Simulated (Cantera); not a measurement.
Input: 1 mol SiHCl3, 9.1 mol NH3, held at 0.0133 bar.

Cantera equilibrium calculation (NASA polynomials, part measured and part estimated; ideal gas, pure solids and liquids). Candidate condensed phases: NH4Cl, Si, Si3N4; 28 gas species. The tables' values for SiCl3, SiCl are old estimates; treat these amounts as uncertain. Equilibrium is a limit: real reactors are often held back by kinetics, nucleation or transport.

x: gas mole fraction; n: condensed amount in mol.

```
T (K)   x H2   x N2   x HCl   x SiCl2  n Si3N4(s)
-----  -----  -----  ------  --------  ----------
898    0.649  0.199   0.152   5.39e-9       0.331
998    0.648  0.199   0.152   1.92e-7       0.332
1098   0.648  0.199   0.153   3.54e-6       0.332
1198   0.648  0.199   0.153   3.96e-5       0.332
1298   0.648  0.199   0.152  0.000301       0.330
1398   0.649  0.200   0.149   0.00163       0.321
1498   0.652  0.202   0.139   0.00627         ___
1598   0.657  0.208   0.118    0.0162         ___
1698   0.664  0.215  0.0910    0.0292         ___
```

Question: Some entries are withheld; supply them.

Answer: 
- 1498, n Si3N4(s): 0.290
- 1598, n Si3N4(s): 0.224
- 1698, n Si3N4(s): 0.137
